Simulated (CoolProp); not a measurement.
A closed Brayton cycle with carbon dioxide: compressor inlet 317.15 K and 7.8 MPa, high pressure 18.7 MPa, turbine inlet 825 K, compressor efficiency 0.85, turbine efficiency 0.85, recuperator effectiveness 0.8 (on enthalpy, no pinch check). Each further row changes one setting.

The numbers come from the reference Helmholtz-energy equation of state, Span 1996 in CoolProp.

```
case                           thermal efficiency (%)  net work (kJ/kg)  compressor to turbine work  compressor exit (K)  turbine exit (K)
-----------------------------  ----------------------  ----------------  --------------------------  -------------------  ----------------
as stated                                        26.2              68.7                        0.37                387.1             726.0
turbine inlet 775 K                              25.2              61.3                        0.40                387.1             679.5
compressor inlet 327.15 K                        25.3              62.4                        0.43                403.5             726.0
high pressure 15.9 MPa                           24.1              58.2                        0.35                373.8             743.9
recuperator effectiveness 0.5                    18.1              68.7                        0.37                387.1             726.0
```
